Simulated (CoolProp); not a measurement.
Vapour-liquid equilibrium of R134a (1) + R142b (2) at 0.549 MPa; x and y are mole fractions of (1).

Computed with CoolProp (multi-fluid Helmholtz-energy mixture model, Tillner-Roth 1994 and Lemmon 2006; pair parameters Bell 2016).

```csv
x,"bubble temperature, mixture model (K)","bubble temperature, Raoult's law (K)","y, mixture model","y, Raoult's law"
0.05,312.9,313.3,0.095,0.093
0.125,310.0,310.9,0.220,0.218
0.2,307.5,308.7,0.327,0.328
0.275,305.2,306.6,0.421,0.426
0.35,303.2,304.7,0.504,0.513
0.425,301.4,302.9,0.578,0.592
0.5,299.7,301.2,0.644,0.663
0.575,298.2,299.6,0.705,0.727
0.65,296.9,298.0,0.761,0.785
0.725,295.6,296.6,0.814,0.839
0.8,294.5,295.2,0.866,0.888
0.875,293.4,293.9,0.916,0.933
0.95,292.5,292.7,0.966,0.974
```

The largest gap from Raoult's law is -1.5 K in bubble temperature, at x = 0.425. No azeotrope shows between x = 0.05 and 0.95.

The pair parameters rest on a limited set of measurements; away from them the model extrapolates.
